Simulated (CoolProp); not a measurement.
Vapour-liquid equilibrium of n-octane (1) + p-xylene (2) at 339.2 K; x and y are mole fractions of (1).

Model: multi-fluid Helmholtz-energy mixture model, Beckmüller 2019 and Zhou 2012; pair parameters Bell 2016, in CoolProp.

```
x      bubble pressure, mixture model (kPa)  bubble pressure, Raoult's law (kPa)  y, mixture model  y, Raoult's law
-----  ------------------------------------  -----------------------------------  ----------------  ---------------
0.05                             (withheld)                                9.145             0.096            0.074
0.125                                 9.991                                9.491             0.214            0.178
0.2                                   10.51                                9.837             0.310            0.275
0.275                                 10.97                                10.18             0.393            0.365
0.35                                  11.36                                10.53             0.466            0.450
0.425                                 11.72                                10.88             0.533            0.529
0.5                                   12.04                                11.22             0.597            0.603
0.575                            (withheld)                                11.57             0.657            0.672
0.65                                  12.58                                11.91             0.717            0.738
0.725                            (withheld)                                12.26             0.776            0.800
0.8                                   13.04                                12.61        (withheld)            0.859
0.875                                 13.24                                12.95        (withheld)            0.914
0.95                                  13.42                                13.30        (withheld)            0.966
```

Problem. What belongs in the gaps?

Solution. 
- 0.05, bubble pressure, mixture model (kPa): 9.381
- 0.575, bubble pressure, mixture model (kPa): 12.32
- 0.725, bubble pressure, mixture model (kPa): 12.82
- 0.8, y, mixture model: 0.836
- 0.875, y, mixture model: 0.896
- 0.95, y, mixture model: 0.958

The largest gap from Raoult's law is +7.9 % in bubble pressure, at x = 0.35. No azeotrope shows between x = 0.05 and 0.95.

Pair parameters are fitted to limited data, so mixtures are less certain than the pure fluids.
